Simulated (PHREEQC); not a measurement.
Solution (75 °C): 0.0024 mol/kgw HCl and 0.000455 mol/kgw FeSO4. Closed to the air; pH follows from the charge balance.

Model: ion-association model, phreeqc.dat, run in PHREEQC.

No solid was allowed to form.

Task: Predict the pH.

Result: pH 2.68.

Task: In which forms is Fe present?

Result: Fe+2 94 %, FeSO4 5.6 % of the Fe.

Complexes and solids missing from the database can't appear. At this temperature some constants are extrapolated from 25 °C, and those without enthalpy data are left unchanged.
